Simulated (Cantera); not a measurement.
Input: 1 mol PbO, 72 mol N2, equilibrated at 0.195 Torr.

Method: chemical equilibrium by Gibbs-energy minimisation in Cantera with the NASA 1993 tables (ideal gas, pure condensed phases). Candidate condensed phases: Pb, PbO, PbO2, Pb3O4; 12 gas species. Rates play no part.

**Question.** Which condensed phases are stable at each of these points (T (K)): 950, 1050, 1150, 1250, 1350, 1450, 1550?

**Answer.** 
```csv
T (K),condensed phases,Pb condensed (%)
950,PbO(yellow),98.3
1050,PbO(yellow),51.3
1150,gas only,0.0
1250,gas only,0.0
1350,gas only,0.0
1450,gas only,0.0
1550,gas only,0.0
```

From 950 K to 1050 K the condensed part is PbO(yellow). From 1150 K to 1550 K nothing is condensed.
